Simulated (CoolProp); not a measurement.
c-C4F8 (RC318) along the isobar 3050 kPa: density (kg/m³) from the reference equation and from simpler models built on Tc = 388.4 K, pc = 2778 kPa, ω = 0.355; each cubic takes its own stable root.

Values from CoolProp's reference Helmholtz-energy equation of state, Platzer 1990. This equation is an older, rougher fit; its heat capacities, sound speeds and derivatives of the liquid may be far off and weren't checked against measurements.

```
T (K)          phase  reference  van der Waals  Redlich-Kwong  Peng-Robinson
-----  -------------  ---------  -------------  -------------  -------------
261.4         liquid       1647           1036           1492           1764
295.4         liquid       1527          969.4           1368           1632
329.5         liquid       1387          887.7           1217           1456
363.6         liquid       1199            [?]           1011           1195
397.7  supercritical        [?]            [?]          430.9            [?]
431.8  supercritical      241.8          255.9          253.8          249.1
465.9  supercritical        [?]          209.7          206.6          201.5
500    supercritical      171.3          182.2          179.0          174.0
```

Task: What belongs in the gaps?

Result: 
- 363.6, van der Waals: 776.0
- 397.7, reference: 410.1
- 397.7, van der Waals: 465.2
- 397.7, Peng-Robinson: 416.0
- 465.9, reference: 197.2
